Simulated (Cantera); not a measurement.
A freely propagating, adiabatic, planar premixed flame of H2 : O2 : N2 = 1 : 0.926 : 3.48 (molar parts), equivalence ratio 0.54, unburnt at 300 K and 1280 Torr; mixture-averaged transport, grid criteria slope 0.08 and curve 0.16, no radiation.

Detailed kinetics in Cantera: the H2/O2 subset of GRI-Mech 3.0, which has no nitrogen chemistry. Burning velocities carry a grid error of a few per cent, more on coarse grids. Lean hydrogen flames are cellular in practice and burn faster than this planar one.

Problem. How do the results move with these cheaper or finer settings: unity-Lewis-number transport; multicomponent transport; multicomponent+Soret transport; grid criteria slope 0.5, curve 1; grid criteria slope 0.25, curve 0.5; grid criteria slope 0.03, curve 0.06?

Solution. 
| setting | laminar burning velocity | thermal thickness | peak x(OH) | peak x(HO2) | grid points |
|---|---|---|---|---|---|
| as above | 42.6 cm/s | 0.265 mm | 0.00398 | 0.000386 | 114 |
| unity-Lewis-number transport | 76.8 cm/s | 0.164 mm | 0.00628 | 0.000362 | 117 |
| multicomponent transport | 43.4 cm/s | 0.259 mm | 0.00403 | 0.000389 | 115 |
| multicomponent+Soret transport | 39.6 cm/s | 0.271 mm | 0.00382 | 0.000366 | 116 |
| grid criteria slope 0.5, curve 1 | 32.7 cm/s | 0.355 mm | 0.00267 | 0.000327 | 33 |
| grid criteria slope 0.25, curve 0.5 | 41.6 cm/s | 0.288 mm | 0.00360 | 0.000371 | 46 |
| grid criteria slope 0.03, curve 0.06 | 44.3 cm/s | 0.255 mm | 0.00422 | 0.000397 | 250 |
Unity Lewis numbers drop preferential diffusion, which matters most where H2 and H carry the flame; Soret adds thermal diffusion.
